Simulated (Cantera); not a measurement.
Input (Python, Cantera) and output of one run.

```python
import numpy as np
import cantera as ct

gas_names = """
    F F2 H HF H2 H2F2 H3F3 H4F4 H5F5 H6F6 H7F7 N NF NF2 NF3 NH NH2 NH3 N2 N2H2 N2H4 Si SiF SiF2 SiF3
    SiF4 SiH SiHF3 SiH2 SiH2F2 SiH3 SiH3F SiH4 SiN Si2 Si2N Si3
""".split()
cond_names = """
    Si(cr) Si(L) Si3N4(a)
""".split()


def load(file, names, dense=False):
    # The tables refer to 1 bar. Condensed volumes are neglected.
    table = {s.name: s for s in ct.Species.list_from_file(file)}
    out = []
    for n in names:
        d = dict(table[n].input_data)
        d["thermo"] = dict(d["thermo"], **{"reference-pressure": 1e5})
        if dense:
            d["equation-of-state"] = {"model": "constant-volume", "density": "1e6 g/cm^3"}
        out.append(ct.Species.from_dict(d))
    return out


gas = ct.Solution(thermo="ideal-gas", species=load("nasa_gas.yaml", gas_names))
cond = {s.name: ct.Solution(thermo="fixed-stoichiometry", species=[s], name=s.name)
        for s in load("nasa_condensed.yaml", cond_names, dense=True)}
atoms = {
    'Si': {'Si': 1},
    'HF': {'H': 1, 'F': 1},
    'N2': {'N': 2},
}
top_T = {'Si3N4(a)': 2400}  # K; cautious upper limits of use, not melting points


def equilibrate(T, P, feed):
    n = {}
    for name, mol in feed.items():
        for a, k in atoms[name].items():
            n[a] = n.get(a, 0.0) + k * mol
    gas.TPX = T, P, n
    mass = sum(n.values()) * gas.mean_molecular_weight
    gas.equilibrate("TP")
    valid = [c for c in cond.values() if c.min_temp <= T <= top_T.get(c.name, c.max_temp)]
    mix = ct.Mixture([(gas, mass / gas.mean_molecular_weight)] + [(c, 0.0) for c in valid])
    mix.T, mix.P = T, P
    mix.equilibrate("TP", solver="vcs", rtol=1e-11, max_steps=5000)
    return mix


results = []
feed = {'Si': 1, 'HF': 1.9, 'N2': 0.49}  # mol
P = 100000  # Pa
for T in [1023, 1073, 1123, 1173, 1223, 1273, 1323]:
    mix = equilibrate(T, P, feed)
    results.append((T, P, feed, dict(zip(mix.species_names, mix.species_moles))))

top = {s: max(r[3][s] / sum(r[3][g] for g in gas_names) for r in results) for s in gas_names}
cols = sorted((s for s in top if top[s] > 1e-06), key=lambda s: -top[s])[:5]
seen = [c for c in cond_names if any(r[3].get(c, 0) > 1e-12 for r in results)]
print("log10 of partial pressures in bar; condensed amounts in mol")
print(f"{'T/K':>10s}" + "".join(f"{s[:9]:>10s}" for s in cols + seen))
for T, P, feed, n in results:
    ng = sum(n[g] for g in gas_names)
    print(f"{T:10.4g}" + "".join(f"{np.log10(max(n[s] / ng * P / 1e5, 1e-99)):10.3f}" for s in cols)
          + "".join(f"{n.get(c, 0):10.4g}" for c in seen))
```

It prints:

```
log10 of partial pressures in bar; condensed amounts in mol
       T/K        H2      SiF4        N2     SiHF3        HF  Si3N4(a)
      1023    -0.217    -0.519    -1.048    -3.035    -3.207     0.175
      1073    -0.218    -0.520    -1.048    -2.872    -3.048    0.1749
      1123    -0.218    -0.520    -1.048    -2.723    -2.903    0.1749
      1173    -0.218    -0.521    -1.048    -2.588    -2.771    0.1749
      1223    -0.219    -0.523    -1.047    -2.464    -2.650    0.1748
      1273    -0.220    -0.525    -1.047    -2.351    -2.539    0.1747
      1323    -0.220    -0.527    -1.046    -2.247    -2.436    0.1745
```

Method: chemical equilibrium by Gibbs-energy minimisation in Cantera with the NASA 1993 tables (ideal gas, pure condensed phases). N2 is the only nitrogen source here; it is nearly inert below about 1500 K, so the nitride shown seldom forms there in practice. The tables' values for SiF3 are old estimates; treat these amounts as uncertain.
